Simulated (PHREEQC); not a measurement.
# Polishing slurry liquid

A solution holds 19 mmol/kgw H2SO4 and 17 mmol/kgw CuSO4, at 25 °C. Closed to the air; pH follows from the charge balance.

Equilibrium calculation in PHREEQC: ion-association model, phreeqc.dat.

Each row changes one thing in this solution. No solid was allowed to form.

```csv
case,pH,ionic strength (mol/kgw),SO4-2 (mol/kgw),HSO4- (mol/kgw)
as made,1.71,0.0711,0.0151,0.0148
H2SO4 from 0.019 to 0.0171 mol/kgw,1.75,0.0685,0.0148,0.0132
CuSO4 from 0.017 to 0.0255 mol/kgw,___,0.0882,0.0187,0.0162
CuSO4 left out,1.63,0.0350,___,0.0110
diluted 5-fold with water,2.27,0.0182,0.00469,0.00164
CuSO4 from 0.017 to 0.0034 mol/kgw,1.65,0.0425,0.00940,___
0.00047 mol/kgw KOH added,1.72,___,0.0152,0.0147
```

Q: Some entries are withheld; supply them.

A: 
- CuSO4 from 0.017 to 0.0255 mol/kgw, pH: 1.74
- CuSO4 left out, SO4-2 (mol/kgw): 0.00799
- CuSO4 from 0.017 to 0.0034 mol/kgw, HSO4- (mol/kgw): 0.0119
- 0.00047 mol/kgw KOH added, ionic strength (mol/kgw): 0.0712
